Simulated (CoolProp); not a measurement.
A simple Rankine cycle with n-hexane: condensing at 312.15 K, boiler at 0.374 MPa, turbine inlet 392.2 K, turbine efficiency 0.7, pump efficiency 0.7, no recuperator. Each further row changes one setting.

The numbers come from the reference Helmholtz-energy equation of state, Thol 2019 in CoolProp.

```csv
case,thermal efficiency (%),net work (kJ/kg),heat in (kJ/kg),turbine exit temperature (K),volume ratio over the turbine
as stated,11.0,54.5,495,357.7,10.6
turbine inlet 412.2 K,10.8,58.2,540,378.5,10.5
condensing temperature 304.15 K,12.0,61.8,514,353.7,14.5
boiler pressure 0.262 MPa,9.5,47.6,501,364.0,7.27
turbine efficiency 0.6,9.4,46.6,495,361.7,10.8
```
